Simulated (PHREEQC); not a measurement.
Consider water at 25 °C with 0.2 mol/kgw CuSO4, 1.8 mol/kgw HCl and 0.0059 mol/kgw KCl. Closed to the air; pH follows from the charge balance.

The numbers come from PHREEQC with the ion-association model, wateq4f.dat.

This is a speciation only: nothing precipitates in the calculation.

Question: Estimate the pH, ionic strength.

Answer: pH -0.07; ionic strength 2.01 mol/kgw.

Question: In which forms is Cl present?

Answer: Cl- 94 %, CuCl+ 4.5 %, CuCl2 1.6 % of the Cl.

The ionic strength is past about 0.7 mol/kgw, beyond the range of this activity model, so the values are rough. Complexes and solids missing from the database can't appear.
